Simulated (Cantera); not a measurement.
Cantera run:

```python
import numpy as np
import cantera as ct

gas_names = """
    CL CL2 N N2 Si SiCL SiCL2 SiCL3 SiCL4 SiN Si2 Si2N Si3
""".split()
cond_names = """
    Si(cr) Si(L) Si3N4(a)
""".split()


# ... load() reads the species with a 1 bar reference pressure and builds the phases ...
atoms = {
    'SiCl4': {'Si': 1, 'CL': 4},
    'N2': {'N': 2},
}
top_T = {'Si3N4(a)': 2400}  # K; cautious upper limits of use, not melting points


# ... equilibrate(T, P, feed) seeds the gas with the atoms and calls Mixture.equilibrate('TP', solver="vcs", rtol=1e-11, max_steps=5000) ...
results = []
feed = {'SiCl4': 1, 'N2': 2.8}  # mol
P = 8.5  # Pa
for T in [775, 825, 875, 925, 975, 1025, 1075, 1125, 1175, 1225]:
    mix = equilibrate(T, P, feed)
    results.append((T, P, feed, dict(zip(mix.species_names, mix.species_moles))))

top = {s: max(r[3][s] / sum(r[3][g] for g in gas_names) for r in results) for s in gas_names}
cols = sorted((s for s in top if top[s] > 1e-05), key=lambda s: -top[s])[:9]
seen = [c for c in cond_names if any(r[3].get(c, 0) > 1e-12 for r in results)]
print("log10 of partial pressures in bar; condensed amounts in mol")
print(f"{'T/K':>10s}" + "".join(f"{s[:9]:>10s}" for s in cols + seen))
for T, P, feed, n in results:
    ng = sum(n[g] for g in gas_names)
    print(f"{T:10.4g}" + "".join(f"{np.log10(max(n[s] / ng * P / 1e5, 1e-99)):10.3f}" for s in cols)
          + "".join(f"{n.get(c, 0):10.4g}" for c in seen))
```

It prints:

```
log10 of partial pressures in bar; condensed amounts in mol
       T/K        N2     SiCL4        CL     SiCL3     SiCL2       CL2
       775    -4.203    -4.650   -11.638   -11.568   -16.333   -12.697
       825    -4.203    -4.650   -10.822   -10.776   -14.956   -12.074
       875    -4.203    -4.650   -10.102   -10.071   -13.730   -11.531
       925    -4.203    -4.650    -9.462    -9.441   -12.633   -11.051
       975    -4.203    -4.650    -8.889    -8.875   -11.647   -10.624
      1025    -4.203    -4.650    -8.372    -8.364   -10.758   -10.240
      1075    -4.203    -4.651    -7.903    -7.901    -9.953    -9.891
      1125    -4.203    -4.651    -7.473    -7.482    -9.223    -9.571
      1175    -4.204    -4.652    -7.078    -7.102    -8.561    -9.274
      1225    -4.204    -4.655    -6.712    -6.758    -7.963    -8.994
```

Cantera equilibrium calculation (NASA polynomials, part measured and part estimated; ideal gas, pure solids and liquids). The tables' values for SiCl3 are old estimates; treat these amounts as uncertain.
